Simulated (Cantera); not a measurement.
Charge: 1 mol Fe2O3, 28 mol H2, 28 mol N2, held at 0.140 bar.

These are equilibrium values from Cantera (NASA tables, ideal gas, pure condensed phases), not measurements of a reactor. Candidate condensed phases: Fe, FeO, Fe(OH)2, Fe(OH)3, Fe2O3, Fe3O4, H2O; 27 gas species. The numbers say what is thermodynamically allowed, not how fast it happens. All values below are at 1850 K.

Base state: N2 0.500, H2 0.446, H2O 0.0535, H 0.000961, Fe 0.000418 (mole fractions); condensed: Fe(l).

What changes in the equilibrium state with this change: pressure from 0.140 bar to 1.33 mbar?


```
species       before    after
----------  --------  -------
N2             0.500    0.480
H2             0.446    0.424
H2O           0.0535   0.0513
Fe          0.000418   0.0343
FeO          6.78e-7  5.59e-5
OH           8.53e-6  8.59e-5
H           0.000961  0.00961
Fe(l), mol      1.98        0
```
